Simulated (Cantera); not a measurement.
Feed: 1 mol Cu, 4.1 mol HF, 0.00019 mol CH₄, equilibrated at 0.100 bar.

These are equilibrium values from Cantera (NASA tables, ideal gas, pure condensed phases), not measurements of a reactor. Candidate condensed phases: C, C₆H₆, C₇H₈, C₈H₁₈, Cu, CuF₂; 99 gas species. Equilibrium is a limit: real reactors are often held back by kinetics, nucleation or transport.

x: gas mole fraction; n: condensed amount in mol.

| T (°C) | x HF | x CuF | x H₂ | x H₂F₂ | x Cu | x CuF₂ | x H | n C(graphite) | n Cu(s) | n Cu(l) |
|---|---|---|---|---|---|---|---|---|---|---|
| 277 | 1.000 | <1e-12 | 9.20e-5 | 7.25e-5 | <1e-12 | <1e-12 | <1e-12 | 0.000189 | 1.00 | 0 |
| 352 | 1.000 | <1e-12 | 9.26e-5 | 3.33e-5 | <1e-12 | <1e-12 | <1e-12 | 0.000190 | 1.00 | 0 |
| 427 | 1.000 | <1e-12 | 9.27e-5 | 1.80e-5 | <1e-12 | <1e-12 | <1e-12 | 0.000190 | 1.00 | 0 |
| 502 | 1.000 | 2.17e-11 | 9.27e-5 | 1.10e-5 | <1e-12 | <1e-12 | <1e-12 | 0.000190 | 1.00 | 0 |
| 577 | 1.000 | 7.38e-10 | 9.27e-5 | 7.33e-6 | <1e-12 | <1e-12 | <1e-12 | 0.000190 | 1.00 | 0 |
| 652 | 1.000 | 1.41e-8 | 9.27e-5 | 5.23e-6 | 6.02e-12 | 1.41e-11 | 7.93e-12 | 0.000190 | 1.00 | 0 |
| 727 | 1.000 | 1.72e-7 | 9.28e-5 | 3.94e-6 | 1.56e-10 | 2.10e-10 | 6.91e-11 | 0.000190 | 1.000 | 0 |
| 802 | 1.000 | 1.47e-6 | 9.34e-5 | 3.09e-6 | 2.55e-9 | 2.13e-9 | 4.49e-10 | 0.000190 | 1.000 | 0 |
| 877 | 1.000 | (withheld) | 9.73e-5 | (withheld) | (withheld) | (withheld) | (withheld) | 0.000190 | 1.000 | 0 |
| 952 | 1.000 | (withheld) | (withheld) | (withheld) | (withheld) | (withheld) | (withheld) | 0.000190 | 1.000 | 0 |
| 1027 | 1.000 | 0.000152 | 0.000169 | 1.79e-6 | 1.58e-6 | 2.48e-7 | 4.55e-8 | 0.000190 | 0.999 | 0 |
| 1102 | 0.999 | 0.000408 | 0.000297 | 1.56e-6 | 8.23e-6 | 5.58e-7 | 1.87e-7 | 0.000190 | 0 | 0.998 |
| 1177 | 0.999 | 0.000893 | 0.000540 | 1.38e-6 | 3.44e-5 | 1.00e-6 | 6.95e-7 | 0.000190 | 0 | 0.996 |

### Question
What belongs in the gaps?

### Answer

- 877, x CuF: 9.30e-6
- 877, x H₂F₂: 2.51e-6
- 877, x Cu: 2.89e-8
- 877, x CuF₂: 1.54e-8
- 877, x H: 2.33e-9
- 952, x CuF: 4.38e-5
- 952, x H₂: 0.000115
- 952, x H₂F₂: 2.09e-6
- 952, x Cu: 2.42e-7
- 952, x CuF₂: 7.66e-8
- 952, x H: 1.06e-8
